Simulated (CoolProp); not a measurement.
Vapour-liquid equilibrium of propylene (1) + propane (2) at 15.95 °C; x and y are mole fractions of (1).

Model: multi-fluid Helmholtz-energy mixture model, Lemmon 2013 and Lemmon 2009; pair parameters Bell 2016, in CoolProp.

Give the bubble pressure and the first vapour's composition at x = 0.05, 0.125, 0.425. Is there an azeotrope?

x = 0.05: 762.3 kPa, y = 0.062; x = 0.125: 779.1 kPa, y = 0.150; x = 0.425: 837.6 kPa, y = 0.467. No azeotrope shows between x = 0.05 and 0.95.

The pair parameters rest on a limited set of measurements; away from them the model extrapolates.
